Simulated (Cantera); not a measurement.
Cantera run:

```python
import numpy as np
import cantera as ct

gas_names = """
    C CO COS CO2 CS CS2 C2 C2O C3 C3O2 C4 C5 Fe FeC5O5 FeO O O2 O3 S SO SO2 SO3 S2 S2O S8
""".split()
cond_names = """
    C(gr) Fe(a) Fe(c) Fe(d) Fe(L) FeC5O5(L) FeO(s) FeO(L) FeS(a) FeS(b) FeS(c) FeS(L) FeSO4(s) FeS2(s)
    Fe2O3(s) Fe2S3O12(s) Fe3O4(s) S(cr1) S(cr2) S(L)
""".split()


# ... load() reads the species with a 1 bar reference pressure and builds the phases ...
atoms = {
    'Fe2O3': {'Fe': 2, 'O': 3},
    'SO2': {'S': 1, 'O': 2},
    'CO2': {'C': 1, 'O': 2},
}
top_T = {'C(gr)': 4500, 'FeSO4(s)': 950, 'FeS2(s)': 1010, 'Fe2O3(s)': 1830, 'Fe2S3O12(s)': 1100, 'Fe3O4(s)': 1870}  # K; cautious upper limits of use, not melting points


# ... equilibrate(T, P, feed) seeds the gas with the atoms and calls Mixture.equilibrate('TP', solver="vcs", rtol=1e-11, max_steps=5000) ...
results = []
feed = {'Fe2O3': 1, 'SO2': 0.09, 'CO2': 0.3}  # mol
P = 1333.22  # Pa
for T in [700, 800, 900, 1000, 1100, 1200, 1300, 1400, 1500, 1600]:
    mix = equilibrate(T, P, feed)
    results.append((T, P, feed, dict(zip(mix.species_names, mix.species_moles))))

top = {s: max(r[3][s] / sum(r[3][g] for g in gas_names) for r in results) for s in gas_names}
cols = sorted((s for s in top if top[s] > 1e-05), key=lambda s: -top[s])[:9]
seen = [c for c in cond_names if any(r[3].get(c, 0) > 1e-12 for r in results)]
print("log10 of partial pressures in bar; condensed amounts in mol")
print(f"{'T/K':>10s}" + "".join(f"{s[:9]:>10s}" for s in cols + seen))
for T, P, feed, n in results:
    ng = sum(n[g] for g in gas_names)
    print(f"{T:10.4g}" + "".join(f"{np.log10(max(n[s] / ng * P / 1e5, 1e-99)):10.3f}" for s in cols)
          + "".join(f"{n.get(c, 0):10.4g}" for c in seen))
```

It prints:

```
log10 of partial pressures in bar; condensed amounts in mol
       T/K       CO2        O2       SO2       SO3        CO         O  Fe2O3(s)  Fe3O4(s)
       700    -1.989   -18.486    -2.512    -9.298    -9.300   -24.689         1         0
       800    -1.989   -14.923    -2.512    -8.436    -8.438   -20.559         1         0
       900    -1.989   -12.155    -2.512    -7.765    -7.768   -17.347         1         0
      1000    -1.989    -9.947    -2.512    -7.229    -7.231   -14.777         1         0
      1100    -1.989    -8.176    -2.512    -6.806    -6.775   -12.691         1         0
      1200    -1.989    -6.355    -2.512    -6.279    -6.570   -10.779    0.9999 6.643e-05
      1300    -1.990    -4.781    -2.513    -5.817    -6.414    -9.143     0.997  0.002004
      1400    -2.001    -3.437    -2.525    -5.432    -6.291    -7.743    0.9338   0.04416
      1500    -2.144    -2.399    -2.667    -5.294    -6.254    -6.592         0    0.6667
      1600    -2.144    -2.399    -2.667    -5.501    -5.645    -6.038         0    0.6667
```

Cantera equilibrium calculation (NASA polynomials, part measured and part estimated; ideal gas, pure solids and liquids). Mutual solubility and eutectic melting of coexisting phases are not modelled.
